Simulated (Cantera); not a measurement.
An isothermal, constant-pressure homogeneous reactor starts with NO : N₂ = 1 : 11 (molar parts), at 1975 K and 900 Torr.

Model: GRI-Mech 3.0 (53 species, 325 reactions), integrated in Cantera.

One state of this run: x NO = 0.0772; x N₂ = 0.920; x NO₂ = 2.16e-5; x O = 3.37e-5; x N₂O = 2.92e-6. x: mole fraction; the columns are a selection and need not sum to one.

Task: Which value of t (s) does it belong to?
(A) 0.278
(B) 6.00e-6
(C) 0.00129
(D) 0.0464

Result: A, 0.278
